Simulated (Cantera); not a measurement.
Stirred combustor or abatement burner

A perfectly stirred reactor is fed with 3.25 % CH4, 11.8 % O2, 82.8 % N2, 2.11 % H2O, equivalence ratio 0.55, at 760 Torr; it is adiabatic with a 800 K inlet, and is followed from long to short residence time, starting on the burning branch (τ in s: 0.12, 0.042, 0.015, 0.005, 0.0017, 0.00059, 0.0002, 7e-05, 2.4e-05, 8.3e-06).

Cantera simulation using GRI-Mech 3.0 (53 species, 325 reactions); the numbers are that mechanism's predictions, not measurements.

```csv
τ (s),T (K),x CH4,x O2,x H2O,x N2O,x C2H2,x C2H4,x O
0.12,1535,1.64e-5,0.0533,0.0857,7.29e-7,2.39e-9,6.86e-9,6.13e-5
0.042,1531,3.21e-5,0.0534,0.0855,7.48e-7,3.71e-9,1.46e-8,0.000119
0.015,1523,6.25e-5,0.0537,0.0852,6.55e-7,5.38e-9,2.85e-8,0.000224
0.0050,1508,0.000131,0.0543,0.0846,5.08e-7,8.19e-9,5.89e-8,0.000416
0.0017,1478,0.000301,0.0559,0.0834,3.64e-7,1.61e-8,1.54e-7,0.000669
0.00059,1394,0.00125,0.0619,0.0801,1.70e-7,1.27e-7,1.86e-6,0.000544
0.00020,800,0.0325,0.118,0.0211,<1e-12,<1e-12,<1e-12,<1e-12
7.0e-5,800,0.0325,0.118,0.0211,<1e-12,<1e-12,<1e-12,<1e-12
2.4e-5,800,0.0325,0.118,0.0211,<1e-12,<1e-12,<1e-12,<1e-12
8.3e-6,800,0.0325,0.118,0.0211,<1e-12,<1e-12,<1e-12,<1e-12
```
x: mole fraction; the columns are a selection and need not sum to one.
